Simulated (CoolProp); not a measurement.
Vapour pressure (kPa) of C3F8 (R218): the reference equation beside estimates from Tc = 345.0 K, pc = 2640 kPa, ω = 0.317. Clausius-Clapeyron is anchored at 165.8 K with a constant enthalpy of vaporisation of 24.06 kJ/mol.

Model: reference Helmholtz-energy equation of state, Lemmon 2006, in CoolProp. It is a short technical equation, of lower accuracy than the large ones.

```csv
T (K),reference,Clausius-Clapeyron,Soave-Redlich-Kwong
155.7,0.2406,0.2445,0.2401
165.8,0.7584,0.7584,0.7520
176,2.066,2.086,2.043
186.1,4.903,5.091,4.845
196.2,10.47,11.34,10.35
206.4,20.61,23.50,20.41
216.5,37.38,45.19,37.10
226.7,64.02,82.47,63.70
236.8,103.4,142.1,103.1
```

Absolute difference from the reference over all 9 rows, mean and median: Clausius-Clapeyron 12.9 and 8.3 %, Soave-Redlich-Kwong 0.8 and 0.8 %.
